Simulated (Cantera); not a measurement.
# Ammonia decomposition in nitride growth gas

An isothermal, constant-pressure homogeneous reactor starts with 6.67 % NH3, 93.3 % N2, at 1875 K and 1330 Pa.

Computed with Cantera and the gas-phase N/H chemistry of the illustrative SiF4/NH3 mechanism in the Surface Chemkin manual (1991). Walls and surfaces, which speed up NH3 decomposition in real reactors, are not modelled.

```csv
t (s),x NH3,x N2,x H,x N,x NH,x N2H4,x H2
3.00e-6,0.0667,0.933,6.44e-9,<1e-12,<1e-12,<1e-12,1.55e-10
1.15e-5,0.0667,0.933,2.31e-8,<1e-12,<1e-12,<1e-12,2.15e-9
4.38e-5,0.0667,0.933,6.96e-8,<1e-12,<1e-12,<1e-12,2.67e-8
0.000168,0.0667,0.933,1.30e-7,<1e-12,1.23e-11,<1e-12,2.39e-7
0.000641,0.0667,0.933,1.40e-7,<1e-12,2.90e-10,<1e-12,1.27e-6
0.00245,0.0667,0.933,1.41e-7,5.20e-12,5.98e-9,2.04e-12,5.26e-6
0.00936,0.0666,0.933,1.57e-7,3.06e-10,1.20e-7,3.03e-11,2.13e-5
0.0358,0.0665,0.933,5.07e-7,4.38e-9,1.03e-6,4.30e-10,0.000138
0.137,0.0644,0.932,7.54e-6,1.39e-7,5.09e-6,2.28e-9,0.00281
0.523,0.0551,0.929,2.48e-5,6.19e-7,6.56e-6,8.98e-10,0.0161
2.00,0.0355,0.921,5.82e-5,8.68e-7,5.50e-6,3.03e-10,0.0437
```
x: mole fraction; the columns are a selection and need not sum to one.

Equilibrium at this temperature and pressure: NH3 8.95e-9, N2 0.905, H 0.00174, N 1.08e-9, NH 3.63e-10, N2H4 <1e-12, H2 0.0928 (gas phase only).
